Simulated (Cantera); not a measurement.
# Ignition delay

Mixture: 14.7 % H2, 17.9 % O2, 67.4 % N2, equivalence ratio 0.41, at 0.930 bar, adiabatic and at constant volume. Ignition delay is the time to a rise of 400 K.

Detailed kinetics in Cantera: the H2/O2 subset of GRI-Mech 3.0, which has no nitrogen chemistry. Below about 950 K walls govern HO2 and H2O2 in real vessels. Where the delays flatten at high temperature, the 400 K rule measures the pace of heat release, not the induction time.

```
T0 (K)  delay (ms)
------  ----------
875            955
950           3.13
1025         0.205
1100        0.0993
1175        0.0620
1250        0.0439
1325        0.0340
1400        0.0285
```
